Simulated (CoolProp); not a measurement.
The numbers come from the reference Helmholtz-energy equation of state, Lemmon 2006 in CoolProp. It is a short technical equation, of lower accuracy than the large ones.

For nitrous oxide, give the phase and the density (kg/m³), cv (kJ/(kg K)), Joule-Thomson coefficient (K/MPa), isothermal compressibility (1/MPa) at -66.75 °C and 11.5 bar; -66.75 °C and 36.2 bar; -66.75 °C and 78 bar.


- -66.75 °C and 11.5 bar: liquid; density 1170, cv 0.934, Joule-Thomson coefficient -0.217, isothermal compressibility 0.00160
- -66.75 °C and 36.2 bar: liquid; density 1170, cv 0.935, Joule-Thomson coefficient -0.224, isothermal compressibility 0.00154
- -66.75 °C and 78 bar: liquid; density 1180, cv 0.937, Joule-Thomson coefficient -0.235, isothermal compressibility 0.00145
